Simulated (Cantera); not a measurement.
An adiabatic, constant-pressure homogeneous reactor starts with CH3OH : O2 : N2 = 1 : 1.6 : 6 (molar parts), at 950 K and 100000 Pa. Integrator tolerance rtol = 1e-08.

Computed with Cantera and GRI-Mech 3.0 (53 species, 325 reactions). GRI-Mech 3.0 was tuned for natural gas; its chemistry of methanol as a main component is partial and can be far from experiment. Below about 1000 K GRI-Mech 3.0 lacks low-temperature oxidation paths.

Question: What does this change do: O2 1.6 to 1 parts?

Answer: 
```csv
quantity,before,after
time of steepest temperature rise,1.85 s,1.89 s
temperature at 2.00 s,2482 K,2128 K
equilibrium temperature,2482 K,2128 K
x(CH3OH) at 2.00 s,<1e-12 (gas-phase equilibrium <1e-12),<1e-12 (gas-phase equilibrium <1e-12)
x(O2) at 2.00 s,0.0192 (gas-phase equilibrium 0.0192),7.20e-6 (gas-phase equilibrium 7.17e-6)
x(OH) at 2.00 s,0.0107 (gas-phase equilibrium 0.0107),0.000374 (gas-phase equilibrium 0.000373)
x(C2H2) at 2.00 s,<1e-12 (gas-phase equilibrium <1e-12),<1e-12 (gas-phase equilibrium <1e-12)
x(CO) at 2.00 s,0.0211 (gas-phase equilibrium 0.0211),0.0639 (gas-phase equilibrium 0.0639)
x(N2O) at 2.00 s,3.06e-7 (gas-phase equilibrium 3.06e-7),2.69e-9 (gas-phase equilibrium 2.95e-9)
x(HCN) at 2.00 s,1.25e-10 (gas-phase equilibrium 1.25e-10),3.44e-9 (gas-phase equilibrium 6.58e-9)
```

Question: What does this change do: constant volume in place of constant pressure?

Answer: 
```json
[
 {"quantity": "time of steepest temperature rise", "before": "1.85 s", "after": "1.84 s"},
 {"quantity": "temperature at 2.00 s", "before": "2482 K", "after": "2713 K"},
 {"quantity": "equilibrium temperature", "before": "2482 K", "after": "2713 K"},
 {"quantity": "x(CH3OH) at 2.00 s", "before": "<1e-12 (gas-phase equilibrium <1e-12)", "after": "<1e-12 (gas-phase equilibrium <1e-12)"},
 {"quantity": "x(O2) at 2.00 s", "before": "0.0192 (gas-phase equilibrium 0.0192)", "after": "0.0221 (gas-phase equilibrium 0.0221)"},
 {"quantity": "x(OH) at 2.00 s", "before": "0.0107 (gas-phase equilibrium 0.0107)", "after": "0.0159 (gas-phase equilibrium 0.0159)"},
 {"quantity": "x(C2H2) at 2.00 s", "before": "<1e-12 (gas-phase equilibrium <1e-12)", "after": "<1e-12 (gas-phase equilibrium <1e-12)"},
 {"quantity": "x(CO) at 2.00 s", "before": "0.0211 (gas-phase equilibrium 0.0211)", "after": "0.0304 (gas-phase equilibrium 0.0304)"},
 {"quantity": "x(N2O) at 2.00 s", "before": "3.06e-7 (gas-phase equilibrium 3.06e-7)", "after": "8.39e-7 (gas-phase equilibrium 8.39e-7)"},
 {"quantity": "x(HCN) at 2.00 s", "before": "1.25e-10 (gas-phase equilibrium 1.25e-10)", "after": "9.80e-10 (gas-phase equilibrium 9.80e-10)"}
]
```
